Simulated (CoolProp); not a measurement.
Vapour-liquid equilibrium of n-hexane (1) + ethylbenzene (2) at 417.4 K; x and y are mole fractions of (1).

The numbers come from the multi-fluid Helmholtz-energy mixture model, Thol 2019 and Zhou 2012; pair parameters Bell 2016 in CoolProp.

Q: Give the bubble pressure and the first vapour's composition at x = 0.45, 0.55, 0.85. Is there an azeotrope?

A: x = 0.45: 0.3872 MPa, y = 0.788; x = 0.55: 0.4375 MPa, y = 0.838; x = 0.85: 0.5895 MPa, y = 0.951. No azeotrope shows between x = 0.05 and 0.95.

Pair parameters are fitted to limited data, so mixtures are less certain than the pure fluids.
